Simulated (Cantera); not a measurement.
Feed: 1 mol SiF4, 2 mol NH3, 25 mol N2, held at 1473 K and 4.30 mbar.

Equilibrium computed with Cantera from the NASA thermochemical tables; the gas is ideal and each condensed phase is pure. Candidate condensed phases: Si, Si3N4; 37 gas species. The tables' values for SiF3, SiF2 are old estimates; treat these amounts as uncertain. Equilibrium is a limit: real reactors are often held back by kinetics, nucleation or transport.

Base state: N2 0.864, H2 0.0966, SiF4 0.0277, HF 0.00605, SiF3 0.00486, SiF2 0.000509, SiHF3 0.000178, H 5.99e-5 (mole fractions); condensed: gas only.

**Question.** What changes in the equilibrium state with this change: NH3 from 2 to 0.82 mol?

**Answer.** 
| species | before | after |
|---|---|---|
| N2 | 0.864 | 0.917 |
| H2 | 0.0966 | 0.0418 |
| SiF4 | 0.0277 | 0.0313 |
| SiHF3 | 0.000178 | 0.000103 |
| H | 5.99e-5 | 3.94e-5 |
| SiF2 | 0.000509 | 0.000351 |
| HF | 0.00605 | 0.00510 |

**Question.** What changes in the equilibrium state with this change: NH3 from 2 to 3.3 mol?

**Answer.** 
```json
[
 {"species": "N2", "before": "0.864", "after": "0.815"},
 {"species": "H2", "before": "0.0966", "after": "0.148"},
 {"species": "SiF4", "before": "0.0277", "after": "0.0247"},
 {"species": "SiHF3", "before": "0.000178", "after": "0.000228"},
 {"species": "H", "before": "5.99e-5", "after": "7.42e-5"}
]
```
